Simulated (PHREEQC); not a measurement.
Solution (34 °C): 0.04 mol CdCl2, 0.079 mol CuCl2 and 0.064 mol H2SO4 per kg of water. Closed to the air; pH follows from the charge balance.

All values are PHREEQC results (ion-association model, phreeqc.dat), not measurements.

Problem. The ionic strength comes out as 0.324 mol/kgw. What activity coefficients do H+, Cd+2, Cd(SO4)2-2, CuCl+, CdCl3- get?

Solution. H+ 0.78, Cd+2 0.28, Cd(SO4)2-2 0.28, CuCl+ 0.68, CdCl3- 0.73.

No solid was allowed to form.
